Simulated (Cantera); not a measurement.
Feed: 1 mol SiO2, 2 mol Cl2, 1.3 mol N2, at 1173.15 K and 0.100 bar.

Equilibrium computed with Cantera from the NASA thermochemical tables; the gas is ideal and each condensed phase is pure. Candidate condensed phases: Si, SiO2, Si2N2O, Si3N4; 23 gas species. The tables hold silica as quartz up to 1696 K and as liquid above; real silica turns to tridymite and cristobalite and melts near 1996 K. Equilibrium is a limit: real reactors are often held back by kinetics, nucleation or transport.

Task: What is the equilibrium state?

Result: 
- x(Cl2) = 0.599
- x(N2) = 0.392
- x(Cl) = 0.00868
- x(SiCl4) = 3.34e-5
- x(O2) = 3.24e-5
- x(NO) = 1.39e-6
- n(SiO2(β-quartz)) = 1.000 mol
- gas amount = 3.314 mol
- log10 activity of Si(s) (absent) = -25.68
